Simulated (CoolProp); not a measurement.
A simple Rankine cycle with cis-2-butene: condensing at 301.15 K, boiler at 1.5 MPa, turbine inlet 390.9 K, turbine efficiency 0.85, pump efficiency 0.8, no recuperator. Each further row changes one setting.

The numbers come from the reference Helmholtz-energy equation of state, Lemmon 2005 in CoolProp. It is a short technical equation, of lower accuracy than the large ones.

```tsv
case	thermal efficiency (%)	net work (kJ/kg)	heat in (kJ/kg)	turbine exit temperature (K)	volume ratio over the turbine
as stated	14.0	?	502	?	?
turbine inlet 410.9 K	14.0	76.6	546	350.0	6.29
condensing temperature 293.15 K	?	?	520	320.5	?
boiler pressure 1.05 MPa	11.8	60.9	518	343.0	4.35
turbine efficiency 0.75	?	61.6	502	333.1	6.56
```

Q: Fill in the missing entries.

A: 
- as stated, net work (kJ/kg): 70.2
- as stated, turbine exit temperature (K): 327.9
- as stated, volume ratio over the turbine: 6.44
- condensing temperature 293.15 K, thermal efficiency (%): 15.4
- condensing temperature 293.15 K, net work (kJ/kg): 79.9
- condensing temperature 293.15 K, volume ratio over the turbine: 8.24
- turbine efficiency 0.75, thermal efficiency (%): 12.3
